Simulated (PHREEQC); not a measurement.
Make-up at 20 °C: 120 mmol/kgw NH4HF2, 1.2 mmol/kgw (NH4)2SiF6 and 0.035 mmol/kgw HBF4. Closed to the air; pH follows from the charge balance.

All values are PHREEQC results (ion-association model, wateq4f.dat), not measurements.

**Question.** The ionic strength comes out as 0.124 mol/kgw. What activity coefficients do HF2-, F-, SiF6-2, H+, BF4- get?

**Answer.** HF2- 0.75, F- 0.75, SiF6-2 0.35, H+ 0.82, BF4- 0.73.

This is a speciation only: nothing precipitates in the calculation. wateq4f.dat counts part of the HF as a dimer, H2F2, which phreeqc.dat doesn't know; its constant is uncertain. SiF6-2 is the database's only silicon fluoride. Real BF4- forms and hydrolyses slowly; the run takes it at equilibrium.
